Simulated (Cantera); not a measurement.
Feed: 1 mol Fe, 0.017 mol CO2, 22 mol H2, equilibrated at 13.3 mbar.

Method: chemical equilibrium by Gibbs-energy minimisation in Cantera with the NASA 1993 tables (ideal gas, pure condensed phases). Candidate condensed phases: C, C6H6, C7H8, C8H18, Fe, Fe(CO)5, FeO, Fe(OH)2, Fe(OH)3, Fe2O3, Fe3O4, H2O; 114 gas species. Equilibrium is a limit: real reactors are often held back by kinetics, nucleation or transport.

x: gas mole fraction; n: condensed amount in mol.

| T (K) | x H2 | x H2O | x CO | x CH4 | x H | x Fe | x CO2 | n Fe(α) | n Fe(γ) |
|---|---|---|---|---|---|---|---|---|---|
| 823 | 0.998 | 0.00126 | 0.000283 | 0.000489 | 6.35e-11 | <1e-12 | 1.29e-6 | 1.00 | 0 |
| 898 | 0.998 | 0.000879 | 0.000663 | 0.000108 | 9.47e-10 | <1e-12 | 1.36e-6 | 1.00 | 0 |
| 973 | 0.998 | 0.000785 | 0.000758 | 1.36e-5 | 9.36e-9 | <1e-12 | 9.60e-7 | 1.00 | 0 |
| 1048 | 0.998 | 0.000773 | 0.000770 | 1.92e-6 | 6.69e-8 | 1.05e-11 | 7.07e-7 | 1.00 | 0 |
| 1123 | 0.998 | 0.000772 | 0.000771 | ? | ? | ? | ? | 1.00 | 0 |
| 1198 | 0.998 | 0.000772 | 0.000772 | 7.53e-8 | 1.65e-6 | 3.48e-9 | 4.37e-7 | 0 | 1.00 |
| 1273 | 0.998 | 0.000772 | 0.000772 | 1.98e-8 | 6.17e-6 | 3.73e-8 | 3.60e-7 | 0 | 1.000 |
| 1348 | 0.998 | 0.000772 | 0.000772 | 6.02e-9 | 2.00e-5 | 3.06e-7 | 3.05e-7 | 0 | 1.000 |
| 1423 | 0.998 | 0.000772 | 0.000772 | ? | ? | ? | ? | 0 | 1.000 |
| 1498 | 0.998 | 0.000772 | 0.000772 | 8.00e-10 | 0.000149 | 1.08e-5 | 2.31e-7 | 0 | 1.000 |
| 1573 | 0.998 | 0.000772 | 0.000772 | 3.37e-10 | 0.000352 | 4.93e-5 | 2.06e-7 | 0 | 0.999 |

Question: What belongs in the gaps?

Answer: 
- 1123, x CH4: 3.42e-7
- 1123, x H: 3.69e-7
- 1123, x Fe: 2.34e-10
- 1123, x CO2: 5.46e-7
- 1423, x CH4: 2.08e-9
- 1423, x H: 5.75e-5
- 1423, x Fe: 2.00e-6
- 1423, x CO2: 2.63e-7
